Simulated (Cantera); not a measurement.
A perfectly stirred reactor is fed with CH4 : CO2 = 1 : 3.5 (molar parts), at 7500 Torr; it is held at 1500 K, and followed from long to short residence time.

Detailed kinetics in Cantera: GRI-Mech 3.0 (53 species, 325 reactions).

Question: Predict: x(CH4) at τ = 20.0 s; x(CO2) at τ = 20.0 s; x(C2H6) at τ = 20.0 s; x(C2H2) at τ = 20.0 s; x(CH4) at τ = 75.0 ms; x(CO2) at τ = 75.0 ms; x(C2H6) at τ = 75.0 ms; x(C2H2) at τ = 75.0 ms.

Answer: 
```
Item                      Result
----------------------  --------
x(CH4) at τ = 20.0 s      0.0250
x(CO2) at τ = 20.0 s       0.283
x(C2H6) at τ = 20.0 s    1.83e-5
x(C2H2) at τ = 20.0 s    0.00655
x(CH4) at τ = 75.0 ms      0.154
x(CO2) at τ = 75.0 ms      0.686
x(C2H6) at τ = 75.0 ms  0.000462
x(C2H2) at τ = 75.0 ms    0.0229
```
